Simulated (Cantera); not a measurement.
Input: 1 mol Si₃N₄, 28 mol H₂O, 0.89 mol H₂, 24 mol HF, at 75.0 Torr.

Method: chemical equilibrium by Gibbs-energy minimisation in Cantera with the NASA 1993 tables (ideal gas, pure condensed phases). Candidate condensed phases: H₂O, Si, SiO₂, Si₂N₂O, Si₃N₄; 58 gas species. The tables' values for SiF₃ are old estimates; treat these amounts as uncertain. The tables hold silica as quartz up to 1696 K and as liquid above; real silica turns to tridymite and cristobalite and melts near 1996 K. Gases not in the tables: Si(OH)₄. Equilibrium is a limit: real reactors are often held back by kinetics, nucleation or transport.

log p: log10 of the partial pressure in bar; n: condensed amount in mol.

| T (°C) | log p H₂O | log p HF | log p H₂ | log p SiF₄ | log p N₂ | n SiO₂(β-quartz) | n SiO₂(condensed) |
|---|---|---|---|---|---|---|---|
| 450 | -1.27 | -1.64 | -1.88 | -2.24 | -2.41 | (withheld) | 0 |
| 600 | -1.28 | -1.59 | -1.88 | -2.30 | -2.42 | (withheld) | 0 |
| 750 | -1.34 | -1.46 | -1.89 | -2.61 | -2.43 | (withheld) | 0 |
| 900 | -1.37 | -1.40 | -1.90 | -3.01 | -2.43 | (withheld) | 0 |
| 1050 | -1.39 | -1.37 | -1.90 | -3.44 | -2.44 | 2.80 | 0 |
| 1200 | -1.39 | -1.36 | -1.90 | -3.84 | -2.44 | 2.92 | 0 |
| 1350 | -1.40 | -1.36 | -1.90 | -4.18 | -2.44 | 2.96 | 0 |
| 1500 | -1.40 | -1.36 | -1.90 | -4.49 | -2.44 | 0 | 2.98 |
| 1650 | -1.40 | -1.36 | -1.90 | -4.76 | -2.44 | 0 | 2.99 |

### Question
Some entries are withheld; supply them.

### Answer

- 450, n SiO₂(β-quartz): 0
- 600, n SiO₂(β-quartz): 0.387
- 750, n SiO₂(β-quartz): 1.69
- 900, n SiO₂(β-quartz): 2.47
